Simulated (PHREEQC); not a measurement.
Consider water at 25 °C with 0.028 mol H3PO4, 0.00084 mol HNO3 and 2.9e-06 mol H4SiO4 per kg of water. Closed to the air; pH follows from the charge balance.

Model: ion-association model, wateq4f.dat, run in PHREEQC.

Each row changes one thing in this solution. Precipitation was switched off in this run.

| case | pH | ionic strength (mol/kgw) | H3PO4 (mol/kgw) | H2PO4- (mol/kgw) | HPO4-2 (mol/kgw) |
|---|---|---|---|---|---|
| as made | 1.96 | 0.0122 | 0.0166 | 0.0114 | 8.88e-8 |
| H4SiO4 left out | 1.96 | 0.0122 | 0.0166 | 0.0114 | 8.88e-8 |
| temperature from 25 to 45 °C | 1.99 | 0.0113 | 0.0176 | 0.0104 | 9.81e-8 |
| diluted 10-fold with water | 2.67 | 0.00224 | 0.000643 | 0.00216 | 7.33e-8 |
| H3PO4 replaced by KH2PO4 at the same molality | 3.73 | 0.0282 | 0.000642 | 0.0273 | 1.45e-5 |
| H3PO4 from 0.028 to 0.28 mol/kgw | 1.39 | 0.0479 | 0.233 | 0.0470 | 1.26e-7 |
| diluted 5-fold with water | 2.44 | 0.00389 | 0.00188 | 0.00372 | [?] |
| HNO3 left out | 1.98 | 0.0117 | [?] | 0.0117 | 9.46e-8 |
| HNO3 from 0.00084 to 0.00042 mol/kgw | 1.97 | 0.0120 | 0.0165 | 0.0115 | 9.16e-8 |

### Question
Fill in the missing entries.

### Answer

- diluted 5-fold with water, HPO4-2 (mol/kgw): 7.72e-8
- HNO3 left out, H3PO4 (mol/kgw): 0.0163

H3PO4, which wateq4f.dat lacks, is added to it with the constant of phreeqc.dat. Constants without temperature data keep their 25 °C values here.
